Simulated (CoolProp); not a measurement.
The numbers come from the reference Helmholtz-energy equation of state, Tillner-Roth 1997 in CoolProp.

Question: For CH2F2 (R32), give the phase and the cv (kJ/(kg K)), speed of sound (m/s), Joule-Thomson coefficient (K/MPa) at 161.85 °C and 0.00914 MPa; 161.85 °C and 0.026 MPa.

Answer: 
- 161.85 °C and 0.00914 MPa: gas; cv 0.883, speed of sound 286, Joule-Thomson coefficient 7.80
- 161.85 °C and 0.026 MPa: gas; cv 0.884, speed of sound 286, Joule-Thomson coefficient 7.79
